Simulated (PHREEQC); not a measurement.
Dissolve 0.06 mol/kgw FeCl3 and 0.096 mol/kgw Na2SO4 at 20 °C. Closed to the air; pH follows from the charge balance.

Computed with PHREEQC (ion-association model, phreeqc.dat).

No solid was allowed to form.

Problem. Order these S species by the share of S that they hold, largest first: SO4-2, FeSO4+, NaSO4-, HSO4-, Fe(SO4)2-.

Solution. FeSO4+ (40 %), SO4-2 (35 %), Fe(SO4)2- (14 %), NaSO4- (7.9 %), HSO4- (2.9 %)

The pH is 2.55 and the ionic strength 0.321 mol/kgw. Examples of supersaturated solids here: Hematite (slow to form), Goethite (slow to form). Others may be too.
